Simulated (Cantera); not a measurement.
A Cantera script and what it prints.

```python
import numpy as np
import cantera as ct

gas_names = """
    N N2 Pb Pb2
""".split()
cond_names = """
    Pb(cr) Pb(L)
""".split()


# ... load() reads the species with a 1 bar reference pressure and builds the phases ...
atoms = {
    'Pb': {'Pb': 1},
    'N2': {'N': 2},
}
top_T = {}  # K; cautious upper limits of use, not melting points


# ... equilibrate(T, P, feed) seeds the gas with the atoms and calls Mixture.equilibrate('TP', solver="vcs", rtol=1e-11, max_steps=5000) ...
results = []
feed = {'Pb': 1, 'N2': 35}  # mol
T = 598  # K
P = 1333.22  # Pa
mix = equilibrate(T, P, feed)
results.append((T, P, feed, dict(zip(mix.species_names, mix.species_moles))))
x = sorted(zip(gas.X, gas.species_names), reverse=True)
print(f"T = {T:g} K  P = {P:g} Pa  gas = {mix.phase_moles(0):.4g} mol")
print("   x: " + "  ".join(f"{s} {v:.3e}" for v, s in x if v > 1e-05))
print("   condensed (mol): " + ("  ".join(f"{mix.phase(i).name} {mix.phase_moles(i):.4g}"
      for i in range(1, mix.n_phases) if mix.phase_moles(i) > 1e-12) or "none"))
```

Output:

```
T = 598 K  P = 1333.22 Pa  gas = 35 mol
   x: N2 1.000e+00
   condensed (mol): Pb(cr) 1
```

Method: chemical equilibrium by Gibbs-energy minimisation in Cantera with the NASA 1993 tables (ideal gas, pure condensed phases).
